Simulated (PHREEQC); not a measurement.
A PHREEQC speciation (ion-association model, wateq4f.dat) at 25 °C gives pH 1.73 and these molalities:

```tsv
species	mol/kgw
Ni+2	0.0388
SO4-2	0.0383
HSO4-	0.0285
NiSO4	0.0262
H+	0.0235
Zn+2	0.00282
ZnSO4	0.00243
Zn(SO4)2-2	0.000749
Ni(SO4)2-2	5.34e-5
```

Task: What are the element totals, and what could have been dissolved in 1 kg of water to give them?

Result: This is not unique; one that fits is totals Ni 0.0650, S(6) 0.0970, Zn 0.00600 mol/kgw, from 0.026 mol H2SO4, 0.006 mol ZnSO4 and 0.065 mol NiSO4 per kg of water.

This is a speciation only: nothing precipitates in the calculation.
